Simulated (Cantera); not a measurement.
Adiabatic ignition

An adiabatic, constant-volume homogeneous reactor starts with CH4 : H2 : O2 : N2 = 1 : 0.36 : 2.48 : 9.31 (molar parts), at 1725 K and 5.00 bar.

Computed with Cantera and GRI-Mech 3.0 (53 species, 325 reactions). Above 3000 K some thermodynamic fits are extrapolated.

```json
[
 {"t (s)": "9.00e-6", "T (K)": "1728", "P (bar)": "5.01", "x CH4": "0.0746", "x H2": "0.0271", "x O2": "0.188", "x N2O": "3.46e-9", "x CH2CO": "1.79e-7"},
 {"t (s)": "1.96e-5", "T (K)": "1970", "P (bar)": "5.78", "x CH4": "0.0439", "x H2": "0.0335", "x O2": "0.158", "x N2O": "8.81e-8", "x CH2CO": "0.000423"},
 {"t (s)": "4.29e-5", "T (K)": "3095", "P (bar)": "9.24", "x CH4": "<1e-12", "x H2": "0.0154", "x O2": "0.0342", "x N2O": "2.59e-6", "x CH2CO": "<1e-12"},
 {"t (s)": "9.35e-5", "T (K)": "3083", "P (bar)": "9.20", "x CH4": "<1e-12", "x H2": "0.0157", "x O2": "0.0311", "x N2O": "2.74e-6", "x CH2CO": "<1e-12"},
 {"t (s)": "0.000204", "T (K)": "3077", "P (bar)": "9.18", "x CH4": "<1e-12", "x H2": "0.0158", "x O2": "0.0295", "x N2O": "2.89e-6", "x CH2CO": "<1e-12"},
 {"t (s)": "0.000445", "T (K)": "3077", "P (bar)": "9.18", "x CH4": "<1e-12", "x H2": "0.0158", "x O2": "0.0293", "x N2O": "2.91e-6", "x CH2CO": "<1e-12"},
 {"t (s)": "0.000972", "T (K)": "3077", "P (bar)": "9.18", "x CH4": "<1e-12", "x H2": "0.0158", "x O2": "0.0293", "x N2O": "2.91e-6", "x CH2CO": "<1e-12"},
 {"t (s)": "0.00212", "T (K)": "3077", "P (bar)": "9.18", "x CH4": "<1e-12", "x H2": "0.0158", "x O2": "0.0293", "x N2O": "2.91e-6", "x CH2CO": "<1e-12"},
 {"t (s)": "0.00463", "T (K)": "3077", "P (bar)": "9.18", "x CH4": "<1e-12", "x H2": "0.0158", "x O2": "0.0293", "x N2O": "2.91e-6", "x CH2CO": "<1e-12"},
 {"t (s)": "0.0101", "T (K)": "3077", "P (bar)": "9.18", "x CH4": "<1e-12", "x H2": "0.0158", "x O2": "0.0293", "x N2O": "2.91e-6", "x CH2CO": "<1e-12"},
 {"t (s)": "0.0220", "T (K)": "3077", "P (bar)": "9.18", "x CH4": "<1e-12", "x H2": "0.0158", "x O2": "0.0293", "x N2O": "2.91e-6", "x CH2CO": "<1e-12"},
 {"t (s)": "0.0481", "T (K)": "3077", "P (bar)": "9.18", "x CH4": "<1e-12", "x H2": "0.0158", "x O2": "0.0293", "x N2O": "2.91e-6", "x CH2CO": "<1e-12"},
 {"t (s)": "0.105", "T (K)": "3077", "P (bar)": "9.18", "x CH4": "<1e-12", "x H2": "0.0158", "x O2": "0.0293", "x N2O": "2.91e-6", "x CH2CO": "<1e-12"},
 {"t (s)": "0.229", "T (K)": "3077", "P (bar)": "9.18", "x CH4": "<1e-12", "x H2": "0.0158", "x O2": "0.0293", "x N2O": "2.91e-6", "x CH2CO": "<1e-12"},
 {"t (s)": "0.500", "T (K)": "3077", "P (bar)": "9.18", "x CH4": "<1e-12", "x H2": "0.0158", "x O2": "0.0293", "x N2O": "2.91e-6", "x CH2CO": "<1e-12"}
]
```
x: mole fraction; the columns are a selection and need not sum to one.

The time of steepest temperature rise comes out as 21.1 µs and the temperature at 0.500 s is 3077 K. The equilibrium temperature comes out as 3077 K, the x(CH4) at 0.500 s comes out as <1e-12 (gas-phase equilibrium <1e-12) and the x(H2) at 0.500 s is 0.0158 (gas-phase equilibrium 0.0158). The x(O2) at 0.500 s is 0.0293 (gas-phase equilibrium 0.0293).
